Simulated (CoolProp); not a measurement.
R11 along the isotherm 211.55 °C: fugacity coefficient from the reference equation and from simpler models built on Tc = 198.0 °C, pc = 44.08 bar, ω = 0.189; each cubic takes its own stable root.

The numbers come from the reference Helmholtz-energy equation of state, Jacobsen 1992 in CoolProp.

```tsv
p (bar)	phase	reference
36.7	gas	0.7506
73.5	supercritical	0.4996
110	supercritical	0.3820
147	supercritical	0.3242
184	supercritical	0.2919
220	supercritical	0.2732
257	supercritical	0.2617
294	supercritical	0.2554
331	supercritical	0.2527
367	supercritical	0.2526
404	supercritical	0.2548
441	supercritical	0.2587
```

How far does each simpler model (van der Waals, Redlich-Kwong) lie from the reference over these 12 states: mean and median of the absolute difference, and the worst?


- van der Waals: mean 26.2 %, median 25.9 %, worst +51.5 % at 211.55 °C and 441 bar
- Redlich-Kwong: mean 4.4 %, median 5.1 %, worst +6.5 % at 211.55 °C and 441 bar
